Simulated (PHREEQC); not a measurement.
Make-up at 25 °C: 0.0022 mol/kgw CuSO4, 0.00037 mol/kgw HCl and 0.016 mol/kgw KCl. Closed to the air; pH follows from the charge balance.

All values are PHREEQC results (ion-association model, wateq4f.dat), not measurements.

```json
[
 {"quantity": "pH", "before": "3.53", "after": "5.43"},
 {"quantity": "ionic strength (mol/kgw)", "before": "0.0239", "after": "0.000251"},
 {"quantity": "Cu+2 (mol/kgw)", "before": "0.00192", "after": "2.18e-5"},
 {"quantity": "SO4-2 (mol/kgw)", "before": "0.00183", "after": "2.19e-5"},
 {"quantity": "CuSO4 (mol/kgw)", "before": "0.000228", "after": "8.43e-8"},
 {"quantity": "CuCl+ (mol/kgw)", "before": "4.83e-5", "after": "8.94e-9"},
 {"quantity": "SI of Chalcanthite (CuSO4:5H2O)", "before": "-3.31", "after": "-6.74"},
 {"quantity": "SI of Tenorite (CuO)", "before": "-3.52", "after": "-1.46"}
]
```

Task: Name the change that produced these shifts.
A. diluted 100-fold with water
B. KCl replaced by MgCl2 at the same molality
C. HCl replaced by NiCl2 at the same molality
D. KCl from 0.016 to 0.0032 mol/kgw
E. 0.00028 mol/kgw Na2SO4 added

Result: A, diluted 100-fold with water

No solid was allowed to form.
